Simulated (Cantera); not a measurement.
Source: NASA polynomial tables (part measured, part estimated), evaluated in Cantera. Values are per mole of reaction as written; species without (g) are pure solids or liquids, kept so even where they would boil at 1 bar.

Task: Between 300 and 848 K, where is each reaction favourable under standard conditions?
- 2 N2(g) + 4 PH3(g) = 4 NH3(g) + P4(g)

Result: 
- 2 N2(g) + 4 PH3(g) = 4 NH3(g) + P4(g): ΔG° is -95 kJ at 300 K and 0 kJ at 848 K; it changes sign between 798 and 848 K. ΔH° is -149 kJ and ΔS° -176 J/K at 848 K.
